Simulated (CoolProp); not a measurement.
Computed with CoolProp (reference Helmholtz-energy equation of state, Lemmon 2005). It is a short technical equation, of lower accuracy than the large ones.

Q: Give the vapour pressure (kPa), liquid density (kg/m³), enthalpy of vaporisation (kJ/kg), vapour Z of saturated isobutene at 0.75 °C.

A: 
```tsv
T (°C)	p (kPa)	liquid density (kg/m³)	enthalpy of vaporisation (kJ/kg)	vapour Z
0.75	136	618	384	0.948
```
